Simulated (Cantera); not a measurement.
An adiabatic, constant-pressure homogeneous reactor starts with H₂ : O₂ : N₂ = 1 : 0.746 : 2.81 (molar parts), equivalence ratio 0.67, at 1275 K and 0.880 bar.

Cantera simulation using the H2/O2 subset of GRI-Mech 3.0, which has no nitrogen chemistry; the numbers are that mechanism's predictions, not measurements.

Question: Predict: time of steepest temperature rise; temperature at 3.00 s; equilibrium temperature; x(H₂) at 3.00 s; x(O₂) at 3.00 s; x(HO₂) at 3.00 s; x(O) at 3.00 s; x(H) at 3.00 s.

Answer: 
```
Quantity                                                            Result
---------------------------------  ---------------------------------------
time of steepest temperature rise                                  35.9 µs
temperature at 3.00 s                                               2601 K
equilibrium temperature                                             2601 K
x(H₂) at 3.00 s                    0.00943 (gas-phase equilibrium 0.00943)
x(O₂) at 3.00 s                      0.0570 (gas-phase equilibrium 0.0570)
x(HO₂) at 3.00 s                   9.94e-6 (gas-phase equilibrium 9.94e-6)
x(O) at 3.00 s                     0.00599 (gas-phase equilibrium 0.00599)
x(H) at 3.00 s                     0.00402 (gas-phase equilibrium 0.00402)
```
